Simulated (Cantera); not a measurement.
What does this Cantera script print?

```python
import numpy as np
import cantera as ct

gas = ct.Solution("h2o2.yaml")
gas.TPX = 1350, 72000, {'H2': 1, 'O2': 1.25, 'N2': 13.8}
reactor = ct.IdealGasReactor(gas, energy="on", clone=False)
net = ct.ReactorNet([reactor])
net.rtol, net.atol = 1e-08, 1e-16
show = ['H2', 'O2', 'H', 'O', 'H2O', 'H2O2', 'OH']
times = np.geomspace(1e-06, 0.1, 13)

steps = ct.SolutionArray(gas, extra=["t"])
rows = []
print(f"{'t/s':>10s}{'T/K':>9s}{'P/Pa':>11s}" + "".join(f"{s:>11s}" for s in show))
for t in times:
    while net.time < t:
        t_next = net.step()
        steps.append(gas.state, t=t_next)
    rows.append([np.interp(t, steps.t, y) for y in (steps.T, steps.P, *steps(*show).X.T)])
    print(f"{t:10.3e}{rows[-1][0]:9.1f}{rows[-1][1]:11.4g}" + "".join(f"{x:11.3e}" for x in rows[-1][2:]))
rate = np.gradient(steps.T, steps.t)
print("integrator steps:", len(steps.t))
if steps.T.max() > steps.T[0] + 200:
    print(f"time of steepest temperature rise: {steps.t[rate.argmax()]:.4e} s")
gas.TPX = 1350, 72000, {'H2': 1, 'O2': 1.25, 'N2': 13.8}
gas.equilibrate("UV")
print(f"equilibrium (UV): T = {gas.T:.1f} K  " + "  ".join(f"{s} {gas[s].X[0]:.3e}" for s in show))
```

Result:

```
       t/s      T/K       P/Pa         H2         O2          H          O        H2O       H2O2         OH
 1.000e-06   1350.0    7.2e+04  6.231e-02  7.788e-02  2.838e-09  2.294e-10  9.334e-11  1.314e-12  2.039e-10
 2.610e-06   1350.0    7.2e+04  6.231e-02  7.788e-02  7.700e-09  1.286e-09  1.285e-09  8.876e-12  1.026e-09
 6.813e-06   1350.0    7.2e+04  6.231e-02  7.788e-02  2.907e-08  7.418e-09  1.695e-08  5.934e-11  5.414e-09
 1.778e-05   1350.0    7.2e+04  6.230e-02  7.788e-02  3.211e-07  9.349e-08  3.773e-07  4.118e-10  6.636e-08
 4.642e-05   1350.1  7.201e+04  6.212e-02  7.779e-02  9.492e-05  2.799e-05  1.290e-04  2.277e-08  2.003e-05
 1.212e-04   1569.4  8.273e+04  5.360e-03  4.686e-02  1.404e-02  1.080e-02  4.826e-02  7.091e-07  4.776e-03
 3.162e-04   1802.3  9.372e+04  2.289e-03  4.655e-02  2.636e-03  4.099e-03  5.804e-02  2.059e-07  4.506e-03
 8.254e-04   1885.5  9.758e+04  5.389e-04  4.741e-02  2.636e-04  9.261e-04  6.231e-02  7.570e-08  2.462e-03
 2.154e-03   1905.7  9.851e+04  1.109e-04  4.789e-02  2.402e-05  1.899e-04  6.358e-02  2.960e-08  1.156e-03
 5.623e-03   1909.7   9.87e+04  4.554e-05  4.802e-02  6.363e-06  7.838e-05  6.387e-02  1.949e-08  7.480e-04
 1.468e-02   1909.9  9.871e+04  4.180e-05  4.803e-02  5.605e-06  7.201e-05  6.389e-02  1.891e-08  7.174e-04
 3.831e-02   1909.9  9.871e+04  4.180e-05  4.803e-02  5.604e-06  7.200e-05  6.389e-02  1.891e-08  7.173e-04
 1.000e-01   1909.9  9.871e+04  4.180e-05  4.803e-02  5.604e-06  7.200e-05  6.389e-02  1.891e-08  7.173e-04
integrator steps: 1262
time of steepest temperature rise: 8.2342e-05 s
equilibrium (UV): T = 1909.9 K  H2 4.180e-05  O2 4.803e-02  H 5.604e-06  O 7.200e-05  H2O 6.389e-02  H2O2 1.891e-08  OH 7.173e-04
```

Model: the H2/O2 subset of GRI-Mech 3.0, which has no nitrogen chemistry, integrated in Cantera.
